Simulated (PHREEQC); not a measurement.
Copper plating or etch bath: an equilibrium model

Make-up at 25 °C: 0.0012 mol/kgw Cu(BF4)2, 0.0012 mol/kgw HCl and 0.021 mol/kgw Na2SO4. Closed to the air; pH follows from the charge balance.

Model: ion-association model, phreeqc.dat, run in PHREEQC.

Each row changes one thing in this solution. This is a speciation only: nothing precipitates in the calculation.

```tsv
case	pH	ionic strength (mol/kgw)
as made	2.99	0.0617
0.0037 mol/kgw LiNO3 added	2.99	___
Cu(BF4)2 from 0.0012 to 0.0006 mol/kgw	3.03	0.0608
Cu(BF4)2 left out	___	0.0598
temperature from 25 to 50 °C	3.11	0.0607
diluted 5-fold with water	3.23	0.0134
Na2SO4 left out	2.83	0.00516
Na2SO4 from 0.021 to 0.0231 mol/kgw	3.00	0.0673
HCl from 0.0012 to 0.006 mol/kgw	___	0.0627
```

### Question
Some entries are withheld; supply them.

### Answer

- 0.0037 mol/kgw LiNO3 added, ionic strength (mol/kgw): 0.0653
- Cu(BF4)2 left out, pH: 3.26
- HCl from 0.0012 to 0.006 mol/kgw, pH: 2.53

At this temperature some constants are extrapolated from 25 °C, and those without enthalpy data are left unchanged. Real BF4- forms and hydrolyses slowly; the run takes it at equilibrium.
